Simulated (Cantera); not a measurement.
Input: 1 mol Pb, 0.063 mol O2, 0.13 mol N2, at 58.0 mbar.

Method: chemical equilibrium by Gibbs-energy minimisation in Cantera with the NASA 1993 tables (ideal gas, pure condensed phases). Candidate condensed phases: Pb, PbO, PbO2, Pb3O4; 12 gas species. Rates play no part.

Problem. Which condensed phases are stable at each of these points (T (°C)): 275, 325, 375, 425, 475, 525, 575, 625?

Solution. 
```
T (°C)     condensed phases  Pb condensed (%)
------  -------------------  ----------------
275        Pb(s) + PbO(red)             100.0
325        Pb(s) + PbO(red)             100.0
375        Pb(l) + PbO(red)             100.0
425        Pb(l) + PbO(red)             100.0
475        Pb(l) + PbO(red)             100.0
525     Pb(l) + PbO(yellow)             100.0
575     Pb(l) + PbO(yellow)             100.0
625     Pb(l) + PbO(yellow)             100.0
```

From 275 °C to 325 °C the condensed part is Pb(s) + PbO(red). From 375 °C to 475 °C the condensed part is Pb(l) + PbO(red). From 525 °C to 625 °C the condensed part is Pb(l) + PbO(yellow).
